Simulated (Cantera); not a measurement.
A perfectly stirred reactor is fed with 21.1 % H2, 14.3 % O2, 53.6 % N2, 11.0 % H2O, at 7500 Torr; it is adiabatic with a 623 K inlet, and is followed from long to short residence time, starting on the burning branch (τ in s: 0.089, 0.027, 0.0084, 0.0026, 0.0008, 0.00024, 7.5e-05, 2.3e-05, 7.1e-06).

Cantera simulation using the H2/O2 subset of GRI-Mech 3.0, which has no nitrogen chemistry; the numbers are that mechanism's predictions, not measurements. The hydrogen kinetics of GRI-Mech 3.0 are dated; newer H2 mechanisms differ, most at raised pressure.

x: mole fraction; the columns are a selection and need not sum to one.

```
τ (s)    T (K)      x H2    x O2  x H2O      x H       x O   x H2O2
-------  -----  --------  ------  -----  -------  --------  -------
0.089     2124  0.000402  0.0410  0.357  2.34e-5  0.000107  6.30e-7
0.027     2123  0.000428  0.0410  0.357  2.51e-5  0.000110  6.41e-7
0.0084    2122  0.000507  0.0410  0.357        ?  0.000120  6.74e-7
0.0026    2120  0.000734  0.0410  0.356        ?  0.000149  7.69e-7
0.00080   2113   0.00131  0.0411  0.355        ?  0.000226  1.00e-6
0.00024   2098   0.00264  0.0414  0.353        ?  0.000408  1.48e-6
7.5e-5    2070   0.00528  0.0422  0.348        ?  0.000773  2.24e-6
2.3e-5    2018    0.0104  0.0441  0.340        ?   0.00147  3.36e-6
7.1e-6    1924    0.0199  0.0483  0.326        ?   0.00256  4.94e-6
```

Problem. Complete the blanks.

Solution. 
- 0.0084, x H: 3.03e-5
- 0.0026, x H: 4.70e-5
- 0.00080, x H: 9.91e-5
- 0.00024, x H: 0.000261
- 7.5e-5, x H: 0.000708
- 2.3e-5, x H: 0.00190
- 7.1e-6, x H: 0.00459
